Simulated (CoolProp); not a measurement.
Saturation properties of R13.

Computed with CoolProp (reference Helmholtz-energy equation of state, Platzer 1990). This equation is an older, rougher fit; its heat capacities, sound speeds and derivatives of the liquid may be far off and weren't checked against measurements.

```tsv
T (°C)	p (bar)	vapour viscosity (µPa s)	liquid conductivity (mW/(m K))
-61.15	2.668	10.2	79.9
-56.25	3.272	10.5	77.4
-51.35	___	10.7	74.9
-46.45	___	11.0	___
-41.55	___	11.3	70.1
-36.65	6.762	11.6	___
-31.75	7.951	11.9	___
-26.85	9.287	___	63.0
-21.95	10.78	12.5	60.8
-17.05	12.44	12.9	___
```

### Question
Some entries are withheld; supply them.

### Answer

- -51.35, p (bar): 3.975
- -46.45, p (bar): 4.784
- -46.45, liquid conductivity (mW/(m K)): 72.5
- -41.55, p (bar): 5.710
- -36.65, liquid conductivity (mW/(m K)): 67.7
- -31.75, liquid conductivity (mW/(m K)): 65.4
- -26.85, vapour viscosity (µPa s): 12.2
- -17.05, liquid conductivity (mW/(m K)): 58.5

It boils at -81.4 °C under 1 atm.

Viscosity comes from a separate model (Huber 2003), an estimate that may be off by 10 % or more. Thermal conductivity comes from a separate model (Huber 2003), an estimate that may be off by 10 % or more.
